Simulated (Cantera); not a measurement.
Input: 1 mol Ta, 1.1 mol H2O, 8 mol H2, equilibrated at 0.0140 bar.

Cantera equilibrium calculation (NASA polynomials, part measured and part estimated; ideal gas, pure solids and liquids). Candidate condensed phases: H2O, Ta, Ta2O5; 12 gas species. Mutual solubility and eutectic melting of coexisting phases are not modelled. Condensed phases not in the tables: N, O or C dissolved in the metal. Kinetics and transport are ignored. All values below are at 1850 °C.

Base state: H2 0.967, H 0.0298, H2O 0.00281, TaO2 0.000514, TaO 0.000102, OH 1.07e-5 (mole fractions); condensed: Ta(s) + Ta2O5(l).

Q: What changes in the equilibrium state with this change: pressure from 0.0140 bar to 0.100 bar?

A: 
```
species          before    after
-------------  --------  -------
H2                0.967    0.986
H                0.0298   0.0113
H2O             0.00281  0.00286
TaO2           0.000514  7.19e-5
TaO            0.000102  1.43e-5
OH              1.07e-5  4.04e-6
Ta(s), mol        0.569    0.570
Ta2O5(l), mol     0.213    0.214
```
